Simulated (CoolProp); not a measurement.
The numbers come from the reference Helmholtz-energy equation of state, Lemmon 2006 in CoolProp. It is a short technical equation, of lower accuracy than the large ones.

Task: For carbonyl sulfide, give the phase and the speed of sound (m/s), Joule-Thomson coefficient (K/MPa) at 74.75 °C and 101 kPa; 135.25 °C and 101 kPa; 225.95 °C and 101 kPa.

Result: 
- 74.75 °C and 101 kPa: gas; speed of sound 243, Joule-Thomson coefficient 13.8
- 135.25 °C and 101 kPa: gas; speed of sound 262, Joule-Thomson coefficient 9.56
- 225.95 °C and 101 kPa: gas; speed of sound 288, Joule-Thomson coefficient 6.22
